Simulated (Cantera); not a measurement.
A perfectly stirred reactor is fed with 83.5 % CH4, 10.2 % H2O, 6.34 % H2, at 1350 Torr; it is held at 1600 K, and followed from long to short residence time.

Computed with Cantera and GRI-Mech 3.0 (53 species, 325 reactions). GRI-Mech 3.0 stops at C3 and has no aromatics, soot or wall deposition, so with more carbon than oxygen in the feed, carbon stays in small species such as C2H2 where larger ones or solid carbon would form.

Task: Predict: x(CH4) at τ = 9.00 s; x(H2O) at τ = 9.00 s; x(H2) at τ = 9.00 s; x(C2H2) at τ = 9.00 s; x(CO) at τ = 9.00 s; x(CH4) at τ = 64.0 ms; x(H2O) at τ = 64.0 ms; x(H2) at τ = 64.0 ms; x(C2H2) at τ = 64.0 ms; x(CO) at τ = 64.0 ms.

Result: 
| Item | Value |
|---|---|
| x(CH4) at τ = 9.00 s | 0.118 |
| x(H2O) at τ = 9.00 s | 0.0115 |
| x(H2) at τ = 9.00 s | 0.657 |
| x(C2H2) at τ = 9.00 s | 0.145 |
| x(CO) at τ = 9.00 s | 0.0484 |
| x(CH4) at τ = 64.0 ms | 0.377 |
| x(H2O) at τ = 64.0 ms | 0.0756 |
| x(H2) at τ = 64.0 ms | 0.419 |
| x(C2H2) at τ = 64.0 ms | 0.113 |
| x(CO) at τ = 64.0 ms | 0.00162 |
